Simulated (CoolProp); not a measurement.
R142b along the isobar 4.38 MPa: fugacity coefficient from the reference equation and from simpler models built on Tc = 137.1 °C, pc = 4.055 MPa, ω = 0.232; each cubic takes its own stable root.

Computed with CoolProp (reference Helmholtz-energy equation of state, Lemmon 2006). It is a short technical equation, of lower accuracy than the large ones.

```json
[
 {"T (°C)": "-107.45", "phase": "liquid", "reference": "2.825e-5", "Redlich-Kwong": "8.081e-5", "Soave-Redlich-Kwong": "2.955e-5"},
 {"T (°C)": "-77.05", "phase": "liquid", "reference": "0.0005634", "Redlich-Kwong": "0.001372", "Soave-Redlich-Kwong": "0.0005710"},
 {"T (°C)": "-46.65", "phase": "liquid", "reference": "0.004442", "Redlich-Kwong": "0.009051", "Soave-Redlich-Kwong": "0.004485"},
 {"T (°C)": "-16.15", "phase": "liquid", "reference": "0.01972", "Redlich-Kwong": "0.03405", "Soave-Redlich-Kwong": "0.02004"},
 {"T (°C)": "14.25", "phase": "liquid", "reference": "0.05931", "Redlich-Kwong": "0.08875", "Soave-Redlich-Kwong": "0.06084"},
 {"T (°C)": "44.65", "phase": "liquid", "reference": "0.1366", "Redlich-Kwong": "…", "Soave-Redlich-Kwong": "0.1412"},
 {"T (°C)": "75.15", "phase": "liquid", "reference": "0.2594", "Redlich-Kwong": "0.3101", "Soave-Redlich-Kwong": "0.2691"},
 {"T (°C)": "105.55", "phase": "liquid", "reference": "0.4238", "Redlich-Kwong": "…", "Soave-Redlich-Kwong": "0.4383"},
 {"T (°C)": "135.95", "phase": "liquid", "reference": "0.6112", "Redlich-Kwong": "…", "Soave-Redlich-Kwong": "…"},
 {"T (°C)": "166.45", "phase": "supercritical", "reference": "0.7181", "Redlich-Kwong": "0.7143", "Soave-Redlich-Kwong": "…"},
 {"T (°C)": "196.85", "phase": "supercritical", "reference": "0.7782", "Redlich-Kwong": "0.7683", "Soave-Redlich-Kwong": "0.7855"}
]
```

Some entries are withheld; supply them.


- 44.65, Redlich-Kwong: 0.1809
- 105.55, Redlich-Kwong: 0.4650
- 135.95, Redlich-Kwong: 0.6235
- 135.95, Soave-Redlich-Kwong: 0.6225
- 166.45, Soave-Redlich-Kwong: 0.7247
